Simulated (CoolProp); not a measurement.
Vapour-liquid equilibrium of benzene (1) + n-heptane (2) at 0.392 MPa; x and y are mole fractions of (1).

Model: multi-fluid Helmholtz-energy mixture model, Thol 2012 and Span 2003; pair parameters Bell 2016, in CoolProp.

```tsv
x	bubble temperature, mixture model (°C)	bubble temperature, Raoult's law (°C)	y, mixture model	y, Raoult's law
0.05	150.3	151.0	0.083	0.076
0.15	146.7	148.5	___	0.216
0.25	143.5	146.2	0.361	0.343
0.35	140.7	143.9	0.472	0.459
0.45	138.4	141.8	___	0.564
0.55	136.4	139.7	0.650	0.659
0.65	134.8	137.8	0.727	0.747
0.75	133.5	135.9	___	0.827
0.85	132.4	134.1	0.875	0.900
0.95	131.7	132.3	___	0.968
```

Question: What belongs in the gaps?

Answer: 
- 0.15, y, mixture model: 0.232
- 0.45, y, mixture model: 0.567
- 0.75, y, mixture model: 0.800
- 0.95, y, mixture model: 0.956

The largest gap from Raoult's law is -3.4 K in bubble temperature, at x = 0.45. No azeotrope shows between x = 0.05 and 0.95.

Pair parameters are fitted to limited data, so mixtures are less certain than the pure fluids.
